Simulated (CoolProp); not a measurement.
Vapour-liquid equilibrium of methanol (1) + toluene (2) at 468.1 K; x and y are mole fractions of (1).

Values from CoolProp's multi-fluid Helmholtz-energy mixture model, de Reuck 1993 and Lemmon 2006; pair parameters Bell 2016.

```tsv
x	bubble pressure (MPa)	y at the bubble point	dew pressure at overall composition x (MPa)	liquid density (mol/L)
0.05	1.063	0.327	0.7262	7.585
0.2	1.811	0.594	0.8811	8.172
0.35	2.251	0.679	1.104	8.904
0.5	2.585	0.739	1.460	9.871
0.65	2.902	0.801	2.088	11.23
0.8	3.226	0.877	2.896	13.21
0.95	3.552	0.967	3.493	16.21
```

No azeotrope shows between x = 0.05 and 0.95.

The pair parameters rest on a limited set of measurements; away from them the model extrapolates.
